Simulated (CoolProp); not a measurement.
Toluene at several states: density (kg/m³) from the reference equation and from simpler models built on Tc = 591.7 K, pc = 41.26 bar, ω = 0.266; each cubic takes its own stable root.

Model: reference Helmholtz-energy equation of state, Lemmon 2006, in CoolProp. It is a short technical equation, of lower accuracy than the large ones.

| T (K) | p (bar) | phase | reference | Redlich-Kwong | Soave-Redlich-Kwong | Peng-Robinson |
|---|---|---|---|---|---|---|
| 333.1 | 0.317 | liquid | 829.2 | 1.068 | 741.7 | 835.9 |
| 451.6 | 13.1 | liquid | 705.8 | 596.6 | [?] | [?] |
| 397.1 | 52.8 | liquid | 773.0 | [?] | [?] | 785.2 |
| 528.3 | 11.7 | gas | 29.75 | 28.87 | 29.17 | 29.59 |
| 599.2 | 1.6 | gas | 3.000 | 2.998 | 2.997 | 3.002 |
| 359.9 | 43 | liquid | 808.1 | 705.4 | 726.2 | 818.5 |

Q: Some entries are withheld; supply them.

A: 
- 451.6, Soave-Redlich-Kwong: 625.4
- 451.6, Peng-Robinson: 708.8
- 397.1, Redlich-Kwong: 673.3
- 397.1, Soave-Redlich-Kwong: 695.8

At some of these states Redlich-Kwong gives the other phase, because its saturation line lies elsewhere.
